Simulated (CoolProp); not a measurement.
Values from CoolProp's reference Helmholtz-energy equation of state, Akasaka 2020.

Q: For R1123, give the phase and the cp (kJ/(kg K)), cv (kJ/(kg K)) at 445.8 K and 0.101 MPa.

A: 
- 445.8 K and 0.101 MPa: gas; cp 1.06, cv 0.953
